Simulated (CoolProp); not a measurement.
Vapour-liquid equilibrium of carbon dioxide (1) + R123 (2) at -32.75 °C; x and y are mole fractions of (1).

Values from CoolProp's multi-fluid Helmholtz-energy mixture model, Span 1996 and Younglove 1994; pair parameters Bell 2016.

Question: Give the bubble pressure and the first vapour's composition at x = 0.125, 0.35, 0.725. Is there an azeotrope?

Answer: x = 0.125: 0.1237 MPa, y = 0.957; x = 0.35: 0.3427 MPa, y = 0.987; x = 0.725: 0.8521 MPa, y = 0.998. No azeotrope shows between x = 0.05 and 0.95.

Pair parameters are fitted to limited data, so mixtures are less certain than the pure fluids.
